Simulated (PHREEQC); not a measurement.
A solution holds 0.097 mol/kgw Al(NO3)3 and 0.21 mol/kgw FeCl3, at 44 °C. It is in equilibrium with CO2 at log p = -3.4 (atm). Otherwise closed; pH follows from the charge balance.

Equilibrium calculation in PHREEQC: ion-association model, wateq4f.dat.

Precipitation was switched off in this run.

Task: What pH does the model give?

Result: pH 1.89.

Task: In which forms is Fe present?

Result: FeCl+2 71 %, Fe+3 13 %, FeCl2+ 8.1 %, FeOH+2 7.2 %, Fe2(OH)2+4 1.1 % of the Fe.

The solution is supersaturated, for example in Hematite (slow to form), Goethite (slow to form), so a real one may precipitate; this is no full list. The ionic strength is past about 0.7 mol/kgw, beyond the range of this activity model, so the values are rough. Constants without temperature data keep their 25 °C values here.
